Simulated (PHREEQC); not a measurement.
Silver or lead bath

Consider water at 90 °C with 0.3 mol AgF and 0.062 mol HNO3 per kg of water. It is in equilibrium with CO2 at log p = 0 (atm). Otherwise closed; pH follows from the charge balance.

The numbers come from PHREEQC with the ion-association model, wateq4f.dat.

Precipitation was switched off in this run.

Problem. What pH, activity of water does the model give?

Solution. pH 4.27; activity of water 0.989.

Problem. In which forms is C present?

Solution. CO2 99 %, HCO3- 1.2 % of the C.

Species that the database lacks are ignored. Away from 25 °C the constants follow the database's enthalpies or fits; those with neither stay at their 25 °C values.
